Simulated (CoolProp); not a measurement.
A Linde-Hampson liquefier for ethylene: isothermal reversible compression at 320 K from 1 atm to 20 MPa, throttling to 1 atm, return gas leaving the recuperator 10 K below the feed. Each further row changes one setting.

Model: reference Helmholtz-energy equation of state, Smukala 2000, in CoolProp.

```
case                        liquid yield per pass  compression work (kJ/kg of gas)
--------------------------  ---------------------  -------------------------------
as stated                                     [?]                              418
high pressure 40 MPa                        0.414                              [?]
warm-end temperature 350 K                    [?]                              [?]
warm-end gap 15 K                             [?]                              418
```

Problem. What belongs in the gaps?

Solution. 
- as stated, liquid yield per pass: 0.403
- high pressure 40 MPa, compression work (kJ/kg of gas): 468
- warm-end temperature 350 K, liquid yield per pass: 0.315
- warm-end temperature 350 K, compression work (kJ/kg of gas): 483
- warm-end gap 15 K, liquid yield per pass: 0.396
